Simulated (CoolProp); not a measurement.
Vapour-liquid equilibrium of propylene (1) + R115 (2) at -59.15 °C; x and y are mole fractions of (1).

Values from CoolProp's multi-fluid Helmholtz-energy mixture model, Lemmon 2013 and Lemmon 2016; pair parameters Bell 2016.

```
x     bubble pressure, mixture model (MPa)  bubble pressure, Raoult's law (MPa)  y, mixture model  y, Raoult's law
----  ------------------------------------  -----------------------------------  ----------------  ---------------
0.05                               0.04267                              0.03873             0.157            0.075
0.2                                0.05422                              0.04178             0.425            0.278
0.35                               0.06104                              0.04484             0.554            0.453
0.5                                0.06447                              0.04789             0.629            0.606
0.65                               0.06588                              0.05095             0.686            0.741
0.8                                0.06562                              0.05400             0.756            0.860
0.95                               0.06152                              0.05706             0.902            0.967
```

The largest gap from Raoult's law is +36.1 % in bubble pressure, at x = 0.35. y crosses x between x = 0.65 and 0.8: the model has an azeotrope there.

The pair parameters rest on a limited set of measurements; away from them the model extrapolates.
